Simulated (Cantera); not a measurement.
Input (Python, Cantera) and output of one run.

```python
import numpy as np
import cantera as ct

gas_names = """
    B BCL BCL2 BCL3 BH BH2 BH3 BN B2 CL CL2 H HCL H2 N NH NH2 NH3 N2 N2H2 N2H4
""".split()
cond_names = """
    B(b) B(L) BN(s) NH4CL(a) NH4CL(b)
""".split()


# ... load() reads the species with a 1 bar reference pressure and builds the phases ...
atoms = {
    'BN': {'B': 1, 'N': 1},
    'HCl': {'H': 1, 'CL': 1},
    'N2': {'N': 2},
}
top_T = {'BN(s)': 3200}  # K; cautious upper limits of use, not melting points


# ... equilibrate(T, P, feed) seeds the gas with the atoms and calls Mixture.equilibrate('TP', solver="gibbs", rtol=1e-10, max_steps=50000) ...
results = []
P = 16  # Pa
for T in [725, 800, 875, 950, 1025, 1100, 1175, 1250, 1325, 1400, 1475, 1550]:
    for m in [4.6, 9.9, 15, 21, 26, 31, 37, 42, 47, 53, 58, 63]:
        feed = {'BN': 1, 'HCl': m, 'N2': 0.53}  # mol
        mix = equilibrate(T, P, feed)
        results.append((T, P, feed, dict(zip(mix.species_names, mix.species_moles))))

for T, P, feed, n in results:
    print(f"{T:7g} {feed['HCl']:10.4g}  " + (" + ".join(c for c in cond_names if n.get(c, 0) > 1e-12) or "gas only"))
```

It prints:

```
    725        4.6  BN(s)
    725        9.9  BN(s)
    725         15  BN(s)
    725         21  BN(s)
    725         26  BN(s)
    725         31  BN(s)
    725         37  BN(s)
    725         42  BN(s)
    725         47  BN(s)
    725         53  BN(s)
    725         58  BN(s)
    725         63  BN(s)
    800        4.6  BN(s)
    800        9.9  BN(s)
    800         15  BN(s)
    800         21  BN(s)
    800         26  BN(s)
    800         31  BN(s)
    800         37  BN(s)
    800         42  BN(s)
    800         47  BN(s)
    800         53  BN(s)
    800         58  BN(s)
    800         63  BN(s)
    875        4.6  BN(s)
    875        9.9  BN(s)
    875         15  BN(s)
    875         21  BN(s)
    875         26  BN(s)
    875         31  BN(s)
    875         37  BN(s)
    875         42  BN(s)
    875         47  BN(s)
    875         53  BN(s)
    875         58  BN(s)
    875         63  BN(s)
    950        4.6  BN(s)
    950        9.9  BN(s)
    950         15  BN(s)
    950         21  BN(s)
    950         26  BN(s)
    950         31  BN(s)
    950         37  BN(s)
    950         42  BN(s)
    950         47  BN(s)
    950         53  BN(s)
    950         58  BN(s)
    950         63  BN(s)
   1025        4.6  BN(s)
   1025        9.9  BN(s)
   1025         15  BN(s)
   1025         21  BN(s)
   1025         26  BN(s)
   1025         31  BN(s)
   1025         37  BN(s)
   1025         42  BN(s)
   1025         47  BN(s)
   1025         53  BN(s)
   1025         58  BN(s)
   1025         63  BN(s)
   1100        4.6  BN(s)
   1100        9.9  BN(s)
   1100         15  BN(s)
   1100         21  BN(s)
   1100         26  BN(s)
   1100         31  BN(s)
   1100         37  BN(s)
   1100         42  BN(s)
   1100         47  BN(s)
   1100         53  BN(s)
   1100         58  BN(s)
   1100         63  BN(s)
   1175        4.6  BN(s)
   1175        9.9  BN(s)
   1175         15  BN(s)
   1175         21  BN(s)
   1175         26  BN(s)
   1175         31  BN(s)
   1175         37  BN(s)
   1175         42  BN(s)
   1175         47  BN(s)
   1175         53  BN(s)
   1175         58  gas only
   1175         63  gas only
   1250        4.6  BN(s)
   1250        9.9  BN(s)
   1250         15  BN(s)
   1250         21  BN(s)
   1250         26  BN(s)
   1250         31  BN(s)
   1250         37  BN(s)
   1250         42  BN(s)
   1250         47  gas only
   1250         53  gas only
   1250         58  gas only
   1250         63  gas only
   1325        4.6  BN(s)
   1325        9.9  BN(s)
   1325         15  BN(s)
   1325         21  BN(s)
   1325         26  BN(s)
   1325         31  BN(s)
   1325         37  gas only
   1325         42  gas only
   1325         47  gas only
   1325         53  gas only
   1325         58  gas only
   1325         63  gas only
   1400        4.6  BN(s)
   1400        9.9  BN(s)
   1400         15  BN(s)
   1400         21  BN(s)
   1400         26  BN(s)
   1400         31  gas only
   1400         37  gas only
   1400         42  gas only
   1400         47  gas only
   1400         53  gas only
   1400         58  gas only
   1400         63  gas only
   1475        4.6  BN(s)
   1475        9.9  BN(s)
   1475         15  BN(s)
   1475         21  BN(s)
   1475         26  gas only
   1475         31  gas only
   1475         37  gas only
   1475         42  gas only
   1475         47  gas only
   1475         53  gas only
   1475         58  gas only
   1475         63  gas only
   1550        4.6  BN(s)
   1550        9.9  BN(s)
   1550         15  BN(s)
   1550         21  gas only
   1550         26  gas only
   1550         31  gas only
   1550         37  gas only
   1550         42  gas only
   1550         47  gas only
   1550         53  gas only
   1550         58  gas only
   1550         63  gas only
```

Cantera equilibrium calculation (NASA polynomials, part measured and part estimated; ideal gas, pure solids and liquids). The tables' values for BCl2 are old estimates.
